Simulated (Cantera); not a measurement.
Input (Python, Cantera) and output of one run.

```python
import numpy as np
import cantera as ct

gas_names = """
    H HNO HNO2 HNO3 HO2 H2 H2O H2O2 N NH NH2 NH3 NH2OH NO NO2 NO3 N2 N2H2 N2H4 N2O O OH O2 O3 Si SiH
    SiH2 SiH3 SiH4 SiN SiO SiO2 Si2 Si2N Si3
""".split()
cond_names = """
    H2O(s) H2O(L) Si(cr) Si(L) SiO2(Lqz) SiO2(hqz) SiO2(L) Si2N2O(s) Si3N4(a)
""".split()


def load(file, names, dense=False):
    # The tables refer to 1 bar. Condensed volumes are neglected.
    table = {s.name: s for s in ct.Species.list_from_file(file)}
    out = []
    for n in names:
        d = dict(table[n].input_data)
        d["thermo"] = dict(d["thermo"], **{"reference-pressure": 1e5})
        if dense:
            d["equation-of-state"] = {"model": "constant-volume", "density": "1e6 g/cm^3"}
        out.append(ct.Species.from_dict(d))
    return out


gas = ct.Solution(thermo="ideal-gas", species=load("nasa_gas.yaml", gas_names))
cond = {s.name: ct.Solution(thermo="fixed-stoichiometry", species=[s], name=s.name)
        for s in load("nasa_condensed.yaml", cond_names, dense=True)}
atoms = {
    'Si3N4': {'Si': 3, 'N': 4},
    'H2O': {'H': 2, 'O': 1},
    'N2': {'N': 2},
}
top_T = {'Si2N2O(s)': 2100, 'Si3N4(a)': 2400}  # K; cautious upper limits of use, not melting points


def equilibrate(T, P, feed):
    n = {}
    for name, mol in feed.items():
        for a, k in atoms[name].items():
            n[a] = n.get(a, 0.0) + k * mol
    gas.TPX = T, P, n
    mass = sum(n.values()) * gas.mean_molecular_weight
    gas.equilibrate("TP")
    valid = [c for c in cond.values() if c.min_temp <= T <= top_T.get(c.name, c.max_temp)]
    mix = ct.Mixture([(gas, mass / gas.mean_molecular_weight)] + [(c, 0.0) for c in valid])
    mix.T, mix.P = T, P
    mix.equilibrate("TP", solver="vcs", rtol=1e-11, max_steps=5000)
    return mix


results = []
feed = {'Si3N4': 1, 'H2O': 1.7, 'N2': 18}  # mol
P = 13332.2  # Pa
for T in [750, 850, 950, 1050, 1150, 1250, 1350, 1450, 1550, 1650, 1750]:
    mix = equilibrate(T, P, feed)
    results.append((T, P, feed, dict(zip(mix.species_names, mix.species_moles))))

top = {s: max(r[3][s] / sum(r[3][g] for g in gas_names) for r in results) for s in gas_names}
cols = sorted((s for s in top if top[s] > 1e-05), key=lambda s: -top[s])[:5]
seen = [c for c in cond_names if any(r[3].get(c, 0) > 1e-12 for r in results)]
print("log10 of partial pressures in bar; condensed amounts in mol")
print(f"{'T/K':>10s}" + "".join(f"{s[:9]:>10s}" for s in cols + seen))
for T, P, feed, n in results:
    ng = sum(n[g] for g in gas_names)
    print(f"{T:10.4g}" + "".join(f"{np.log10(max(n[s] / ng * P / 1e5, 1e-99)):10.3f}" for s in cols)
          + "".join(f"{n.get(c, 0):10.4g}" for c in seen))
```

Result:

```
log10 of partial pressures in bar; condensed amounts in mol
       T/K        N2        H2       SiO         H       H2O SiO2(Lqz) SiO2(hqz)   SiO2(L) Si2N2O(s)
       750    -0.913    -1.952   -23.085   -13.476    -6.835    0.1333         0         0     1.433
       850    -0.913    -1.951   -18.878   -11.664    -6.473         0    0.1333         0     1.433
       950    -0.913    -1.951   -15.569   -10.230    -6.197         0    0.1333         0     1.433
      1050    -0.913    -1.951   -12.898    -9.067    -5.977         0    0.1332         0     1.433
      1150    -0.913    -1.951   -10.698    -8.103    -5.798         0    0.1332         0     1.433
      1250    -0.913    -1.952    -8.857    -7.291    -5.649         0    0.1331         0     1.433
      1350    -0.913    -1.952    -7.294    -6.599    -5.524         0     0.133         0     1.433
      1450    -0.913    -1.952    -5.951    -6.000    -5.417         0    0.1329         0     1.433
      1550    -0.913    -1.952    -4.786    -5.478    -5.325         0     0.132         0     1.433
      1650    -0.914    -1.953    -3.765    -5.018    -5.246         0     0.124         0     1.425
      1750    -0.918    -1.958    -2.867    -4.613    -5.187         0         0    0.0628     1.364
```

Equilibrium computed with Cantera from the NASA thermochemical tables; the gas is ideal and each condensed phase is pure. Mutual solubility and eutectic melting of coexisting phases are not modelled. The tables hold silica as quartz up to 1696 K and as liquid above; real silica turns to tridymite and cristobalite and melts near 1996 K.
